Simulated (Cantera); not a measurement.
Source: NASA polynomial tables (part measured, part estimated), evaluated in Cantera. Values are per mole of reaction as written; species without (g) are pure solids or liquids, kept so even where they would boil at 1 bar.

Question: Between 300 and 2348 K, where is each reaction favourable under standard conditions?
- 4 OH(g) + 2 BaO = 2 Ba(OH)2 + O2(g)

Answer: 
- 4 OH(g) + 2 BaO = 2 Ba(OH)2 + O2(g): ΔG° is -816 kJ at 300 K and -110 kJ at 2348 K; it stays negative (K > 1). ΔH° is -912 kJ and ΔS° -341 J/K at 2348 K.
